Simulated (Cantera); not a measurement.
Source: NASA polynomial tables (part measured, part estimated), evaluated in Cantera. Values are per mole of reaction as written; species without (g) are pure solids or liquids, kept so even where they would boil at 1 bar.

Task: Between 975 and 2575 K, where is each reaction favourable under standard conditions?
- 2 HBr(g) + Ca(g) → CaBr2 + H2(g)

Result: 
- 2 HBr(g) + Ca(g) → CaBr2 + H2(g): ΔG° is -517 kJ at 975 K and -198 kJ at 2575 K; it stays negative (K > 1). ΔH° is -653 kJ and ΔS° -176 J/K at 2575 K.
